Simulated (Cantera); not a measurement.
Input: 1 mol borazine, 0.067 mol H2O, 1.2 mol N2, held at 133 Pa.

Cantera equilibrium calculation (NASA polynomials, part measured and part estimated; ideal gas, pure solids and liquids). Candidate condensed phases: B, BN, B2O3, B3O3H3, H2O; 39 gas species. The feed counts by its element totals alone. The tables' values for BH2 are old estimates; treat these amounts as uncertain. Rates play no part. All values below are at 1898 K.

Base state: H2 0.686, N2 0.282, H 0.0177, HBO 0.0101, BO 0.00419, B2O2 0.000476, BH2 4.34e-5, B2O 1.18e-5 (mole fractions); condensed: BN(s).

Q: What changes in the equilibrium state with this change: pressure from 133 Pa to 8600 Pa?

A: 
| species | before | after |
|---|---|---|
| H2 | 0.686 | 0.700 |
| N2 | 0.282 | 0.284 |
| HBO | 0.0101 | 0.0114 |
| H | 0.0177 | 0.00223 |
| BO | 0.00419 | 0.000580 |
| B2O3 | 2.92e-6 | 0.000261 |
| HBO2 | 8.61e-6 | 0.000697 |
| BN(s), mol | 2.93 | 2.94 |

Q: What changes in the equilibrium state with this change: pressure from 133 Pa to 19000 Pa?

A: 
```
species      before     after
----------  -------  --------
H2            0.686     0.702
N2            0.282     0.284
HBO          0.0101    0.0102
H            0.0177   0.00150
BO          0.00419  0.000349
H2O         2.24e-6  0.000325
B2O         1.18e-5   8.17e-8
HBO2        8.61e-6   0.00123
BN(s), mol     2.93      2.94
```
